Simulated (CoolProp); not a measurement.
Vapour-liquid equilibrium of R113 (1) + acetone (2) at 376.7 K; x and y are mole fractions of (1).

Model: multi-fluid Helmholtz-energy mixture model, Marx 1992 and Lemmon 2006; pair parameters Bell 2016, in CoolProp.

Question: Give the bubble pressure and the first vapour's composition at x = 0.65, 0.75, 0.95. Is there an azeotrope?

Answer: x = 0.65: 0.5356 MPa, y = 0.639; x = 0.75: 0.5301 MPa, y = 0.714; x = 0.95: 0.4922 MPa, y = 0.922. y crosses x between x = 0.55 and 0.65: the model has an azeotrope there.

The pair parameters rest on a limited set of measurements; away from them the model extrapolates.
